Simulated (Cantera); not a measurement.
Feed: 1 mol BF₃, 0.21 mol H₂O, at 875 K and 240 Torr.

These are equilibrium values from Cantera (NASA tables, ideal gas, pure condensed phases), not measurements of a reactor. Candidate condensed phases: B, B₂O₃, B₃O₃H₃, H₂O; 43 gas species. Equilibrium is a limit: real reactors are often held back by kinetics, nucleation or transport.

Base state: BF₃ 0.746, HF 0.127, H₂O 0.106, B₃O₃F₃ 0.0209, (HBO₂)₃ 0.000211 (mole fractions); condensed: gas only.

Task: What changes in the equilibrium state with this change: H₂O from 0.21 to 0.68 mol?

Result: 
```json
[
 {"species": "BF₃", "before": "0.746", "after": "0.497"},
 {"species": "H₂O", "before": "0.106", "after": "0.305"},
 {"species": "HF", "before": "0.127", "after": "0.171"},
 {"species": "B₃O₃F₃", "before": "0.0209", "after": "0.0248"},
 {"species": "(HBO₂)₃", "before": "0.000211", "after": "0.00244"}
]
```

Task: What changes in the equilibrium state with this change: temperature from 875 K to 1023 K?

Result: 
```json
[
 {"species": "BF₃", "before": "0.746", "after": "0.717"},
 {"species": "HF", "before": "0.127", "after": "0.172"},
 {"species": "H₂O", "before": "0.106", "after": "0.0826"},
 {"species": "B₃O₃F₃", "before": "0.0209", "after": "0.0285"},
 {"species": "BOF", "before": "2.53e-6", "after": "0.000110"},
 {"species": "HBO₂", "before": "4.27e-7", "after": "1.29e-5"},
 {"species": "(HBO₂)₃", "before": "0.000211", "after": "7.33e-5"}
]
```
Gases not in the tables: H₃BO₃.

Task: What changes in the equilibrium state with this change: temperature from 875 K to 1673.15 K?

Result: 
```csv
species,before,after
BF₃,0.746,0.572
HF,0.127,0.282
BOF,2.53e-6,0.136
B₃O₃F₃,0.0209,0.000788
H₂O,0.106,0.00791
(HBO₂)₃,0.000211,1.03e-9
BOF₂,4.97e-9,8.05e-5
B₂O₃,<1e-9,1.41e-5
BF₂,<1e-9,1.37e-5
```
The tables' values for BF₂ are old estimates; treat these amounts as uncertain. Gases not in the tables: H₃BO₃.
